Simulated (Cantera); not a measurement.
An isothermal, constant-pressure homogeneous reactor starts with 34.5 % NH3, 65.5 % H2, at 2223 K and 750 Torr.

Model: the gas-phase N/H chemistry of the illustrative SiF4/NH3 mechanism in the Surface Chemkin manual (1991), integrated in Cantera. Walls and surfaces, which speed up NH3 decomposition in real reactors, are not modelled.

x: mole fraction; the columns are a selection and need not sum to one.

```tsv
t (s)	x NH3	x H2	x N2	x N	x NH2	x N2H2
8.00e-6	0.344	0.655	2.83e-7	3.44e-8	0.000323	8.47e-8
2.97e-5	0.343	0.655	8.21e-5	1.22e-6	0.00106	1.75e-6
0.000110	0.337	0.658	0.00214	3.79e-6	0.00155	4.82e-6
0.000410	0.314	0.673	(withheld)	3.85e-6	0.00148	(withheld)
0.00152	(withheld)	0.717	(withheld)	3.94e-6	(withheld)	(withheld)
0.00566	0.103	0.805	0.0893	4.10e-6	0.000696	1.19e-6
0.0210	0.00641	0.864	0.125	3.58e-6	0.000102	4.88e-8
0.0780	0.000265	0.866	0.128	3.70e-7	5.71e-6	1.94e-10
0.290	5.39e-5	0.866	0.128	7.55e-8	1.16e-6	9.11e-12
1.08	1.40e-5	0.866	0.128	1.96e-8	3.02e-7	1.66e-12
4.00	5.07e-6	0.866	0.128	7.10e-9	1.09e-7	1.20e-12
```

Problem. What belongs in the gaps?

Solution. 
- 0.000410, x N2: 0.0108
- 0.000410, x N2H2: 4.43e-6
- 0.00152, x NH3: 0.243
- 0.00152, x N2: 0.0372
- 0.00152, x NH2: 0.00124
- 0.00152, x N2H2: 3.23e-6
